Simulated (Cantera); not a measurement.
Input (Python, Cantera) and output of one run.

```python
import numpy as np
import cantera as ct

gas_names = """
    F F2 N NF NF2 NF3 N2 Si SiF SiF2 SiF3 SiF4 SiN Si2 Si2N Si3
""".split()
cond_names = """
    Si(cr) Si(L) Si3N4(a)
""".split()


# ... load() reads the species with a 1 bar reference pressure and builds the phases ...
atoms = {
    'Si': {'Si': 1},
    'NF3': {'N': 1, 'F': 3},
    'N2': {'N': 2},
}
top_T = {'Si3N4(a)': 2400}  # K; cautious upper limits of use, not melting points


# ... equilibrate(T, P, feed) seeds the gas with the atoms and calls Mixture.equilibrate('TP', solver="vcs", rtol=1e-11, max_steps=5000) ...
results = []
feed = {'Si': 1, 'NF3': 0.85, 'N2': 0.77}  # mol
T = 1250  # K
P = 1000  # Pa
mix = equilibrate(T, P, feed)
results.append((T, P, feed, dict(zip(mix.species_names, mix.species_moles))))
print(gas.report(threshold=0.0001))
for i in range(1, mix.n_phases):
    print(f"{mix.phase(i).name:16s} {mix.phase_moles(i):12.5e} mol")
```

Output:

```
       temperature   1250 K
          pressure   1000 Pa
           density   0.0056243 kg/m^3
  mean mol. weight   58.454 kg/kmol
   phase of matter   gas

                          1 kg             1 kmol
                     ---------------   ---------------
          enthalpy       -1.0119e+07       -5.9149e+08  J
   internal energy       -1.0297e+07       -6.0189e+08  J
           entropy            6015.2        3.5161e+05  J/K
    Gibbs function       -1.7638e+07        -1.031e+09  J
 heat capacity c_p            1059.4             61928  J/K
 heat capacity c_v            917.19             53613  J/K

                      mass frac. Y      mole frac. X     chem. pot. / RT
                     ---------------   ---------------   ---------------
                N2           0.28707           0.59899           -30.588
              SiF3         0.0047011         0.0032299           -154.39
              SiF4            0.7082           0.39775           -202.08
     [  +13 minor]         2.854e-05        2.5246e-05

Si(cr)            0.00000e+00 mol
Si3N4(a)          1.20398e-01 mol
```

Method: chemical equilibrium by Gibbs-energy minimisation in Cantera with the NASA 1993 tables (ideal gas, pure condensed phases). The tables' values for SiF3, SiF2 are old estimates; treat these amounts as uncertain.
